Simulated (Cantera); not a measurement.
# Thermodynamics of aluminium nitride and oxide growth, feed Al(CH₃)₃ + NH₃ + N₂

Input: 1 mol Al(CH₃)₃, 0.46 mol NH₃, 3.2 mol N₂, at 1330 Pa.

These are equilibrium values from Cantera (NASA tables, ideal gas, pure condensed phases), not measurements of a reactor. Candidate condensed phases: Al, AlN, C, C₆H₆, C₇H₈, C₈H₁₈; 97 gas species. The feed counts by its element totals alone. Rates play no part.

```tsv
T (K)	log p H₂	log p N₂	log p Al	log p H	n AlN(s)	n C(graphite)
1098	-2.07	-2.32	<-13	-8.64	1.00	3.00
1173	-2.07	-2.32	<-13	-7.96	1.00	3.00
1248	-2.07	-2.32	-13.54	-7.37	1.00	3.00
1323	-2.07	-2.32	-12.02	-6.83	1.00	3.00
1398	-2.07	-2.32	-10.67	-6.36	1.00	3.00
1473	-2.07	-2.32	-9.46	-5.93	1.00	3.00
1548	-2.07	-2.32	-8.36	-5.55	1.000	2.99
1623	-2.07	-2.32	-7.37	-5.20	1.000	2.99
1698	-2.07	-2.32	-6.47	-4.88	1.000	2.98
1773	-2.07	-2.32	-5.64	-4.58	0.999	2.98
1848	-2.07	-2.32	-4.88	-4.31	0.992	2.97
1923	-2.08	-2.32	-4.19	-4.07	0.959	2.95
1998	-2.09	-2.33	-3.54	-3.84	0.813	2.93
2073	-2.15	-2.33	-2.94	-3.65	0.177	2.90
```
log p: log10 of the partial pressure in bar; n: condensed amount in mol.

From 1098 K to 2073 K the condensed part is AlN(s) + C(graphite).
